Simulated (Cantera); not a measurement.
Charge: 1 mol MgSO₄, 0.45 mol H₂, 0.46 mol CO₂, at 1925 °C and 9.10 bar.

These are equilibrium values from Cantera (NASA tables, ideal gas, pure condensed phases), not measurements of a reactor. Kinetics and transport are ignored.

```tsv
species	before	after
SO₂	0.455	0.455
CO₂	0.209	0.211
H₂O	0.204	0.205
OH	0.00357	0.00131
O₂	0.125	0.124
Mg(OH)₂	3.38e-5	6.59e-6
H	2.71e-5	3.08e-6
SO	0.000325	5.05e-5
CO	0.00117	0.000212
O	0.000313	6.44e-5
H₂	0.000216	4.60e-5
SO₃	0.00165	0.00292
MgO(s), mol	1.000	1.000
```
Gas species are given as mole fractions.

Task: Name the change that produced these shifts.
A. temperature from 1925 °C to 1475 °C
B. pressure from 9.10 bar to 0.0100 bar
C. temperature from 1925 °C to 1702 °C
D. temperature from 1925 °C to 902 °C

Result: C, temperature from 1925 °C to 1702 °C
